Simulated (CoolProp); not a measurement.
Properties of sulfur hexafluoride along the isotherm 52.95 °C.

The numbers come from the reference Helmholtz-energy equation of state, Guder 2009 in CoolProp.

| p (MPa) | phase | density (kg/m³) | cv (kJ/(kg K)) | isothermal compressibility (1/MPa) | Prandtl number |
|---|---|---|---|---|---|
| 1.17 | gas | 70.34 | 0.6637 | … | 0.807 |
| 2.35 | gas | 164.5 | 0.6845 | … | 0.884 |
| 3.52 | gas | 319.0 | 0.7251 | 0.6110 | 1.19 |
| 4.69 | supercritical | … | 0.7629 | 0.3793 | 3.72 |
| 5.87 | supercritical | 1142 | 0.7223 | 0.07494 | 2.56 |
| 7.04 | supercritical | 1218 | 0.7119 | 0.04187 | … |
| 8.21 | supercritical | 1268 | 0.7065 | 0.02923 | 2.34 |
| 9.39 | supercritical | 1307 | 0.7030 | … | 2.31 |

Q: What belongs in the gaps?

A: 
- 1.17, isothermal compressibility (1/MPa): 0.9621
- 2.35, isothermal compressibility (1/MPa): 0.5836
- 4.69, density (kg/m³): 953.4
- 7.04, Prandtl number: 2.39
- 9.39, isothermal compressibility (1/MPa): 0.02249

Viscosity comes from a separate model (Quiñones-Cisneros 2012). Thermal conductivity comes from a separate model (Assael 2012).
